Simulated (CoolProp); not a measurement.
Aqueous sodium chloride as a coolant, 8 % by mass, freezing at -5.1 °C, 1 atm.

Values from CoolProp's Melinder's fits for secondary coolants.

| T (°C) | Prandtl number | cp (kJ/(kg K)) | conductivity (W/(m K)) | viscosity (mPa s) |
|---|---|---|---|---|
| -2.5 | 14.7 | 3.766 | 0.552 | 2.16 |
| 2.8 | 12.3 | 3.775 | 0.562 | 1.83 |
| 8 | 10.4 | 3.783 | 0.571 | 1.57 |
| 13.2 | 8.89 | 3.790 | 0.579 | 1.36 |
| 18.4 | 7.69 | 3.798 | 0.588 | 1.19 |
| 23.7 | 6.71 | 3.805 | 0.597 | 1.05 |
| 28.9 | 5.94 | 3.811 | 0.605 | 0.942 |
| 34.1 | 5.31 | 3.817 | 0.613 | 0.852 |
